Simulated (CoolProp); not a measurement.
Vapour-liquid equilibrium of ethylene (1) + 1-butene (2) at -62.85 °C; x and y are mole fractions of (1).

The numbers come from the multi-fluid Helmholtz-energy mixture model, Smukala 2000 and Lemmon 2005; pair parameters Bell 2016 in CoolProp.

### Question
Give the bubble pressure and the first vapour's composition at x = 0.15, 0.65, 0.75. Is there an azeotrope?

### Answer
x = 0.15: 1.055 bar, y = 0.953; x = 0.65: 4.365 bar, y = 0.994; x = 0.75: 5.030 bar, y = 0.996. No azeotrope shows between x = 0.05 and 0.95.

Pair parameters are fitted to limited data, so mixtures are less certain than the pure fluids.
